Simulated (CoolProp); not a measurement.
Vapour-liquid equilibrium of n-pentane (1) + cyclohexane (2) at 152.95 °C; x and y are mole fractions of (1).

Model: multi-fluid Helmholtz-energy mixture model, Thol 2019 and Zhou 2014; pair parameters Bell 2016, in CoolProp.

```json
[
 {"x": "0.05", "bubble pressure, mixture model (kPa)": "642.1", "bubble pressure, Raoult's law (kPa)": "640.9", "y, mixture model": "0.119", "y, Raoult's law": "0.131"},
 {"x": "0.15", "bubble pressure, mixture model (kPa)": "750.8", "bubble pressure, Raoult's law (kPa)": "749.8", "y, mixture model": "0.305", "y, Raoult's law": "0.335"},
 {"x": "0.25", "bubble pressure, mixture model (kPa)": "856.8", "bubble pressure, Raoult's law (kPa)": "858.8", "y, mixture model": "0.444", "y, Raoult's law": "0.488"},
 {"x": "0.35", "bubble pressure, mixture model (kPa)": "961.3", "bubble pressure, Raoult's law (kPa)": "967.7", "y, mixture model": "0.554", "y, Raoult's law": "0.606"},
 {"x": "0.45", "bubble pressure, mixture model (kPa)": "1065", "bubble pressure, Raoult's law (kPa)": "1077", "y, mixture model": "0.646", "y, Raoult's law": "0.700"},
 {"x": "0.55", "bubble pressure, mixture model (kPa)": "1170", "bubble pressure, Raoult's law (kPa)": "1186", "y, mixture model": "0.724", "y, Raoult's law": "0.777"},
 {"x": "0.65", "bubble pressure, mixture model (kPa)": "1276", "bubble pressure, Raoult's law (kPa)": "1294", "y, mixture model": "0.794", "y, Raoult's law": "0.841"},
 {"x": "0.75", "bubble pressure, mixture model (kPa)": "1384", "bubble pressure, Raoult's law (kPa)": "1403", "y, mixture model": "0.857", "y, Raoult's law": "0.896"},
 {"x": "0.85", "bubble pressure, mixture model (kPa)": "1497", "bubble pressure, Raoult's law (kPa)": "1512", "y, mixture model": "0.916", "y, Raoult's law": "0.942"},
 {"x": "0.95", "bubble pressure, mixture model (kPa)": "1614", "bubble pressure, Raoult's law (kPa)": "1621", "y, mixture model": "0.972", "y, Raoult's law": "0.982"}
]
```

The largest gap from Raoult's law is -1.4 % in bubble pressure, at x = 0.65. No azeotrope shows between x = 0.05 and 0.95.

The pair parameters rest on a limited set of measurements; away from them the model extrapolates.
